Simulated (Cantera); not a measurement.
## Ignition delay

Mixture: 8.73 % CH4, 19.2 % O2, 72.1 % N2, at 5.50 bar, adiabatic and at constant pressure. Ignition delay is the time to a rise of 400 K.

Model: GRI-Mech 3.0 (53 species, 325 reactions), integrated in Cantera.

| T0 (K) | delay (ms) |
|---|---|
| 1050 | 69.6 |
| 1125 | 23.4 |
| 1200 | 8.61 |
| 1275 | 3.40 |
| 1350 | 1.43 |
| 1425 | 0.637 |

```yaml
apparent activation energy between 1275 and 1425 K: 170 kJ/mol
```
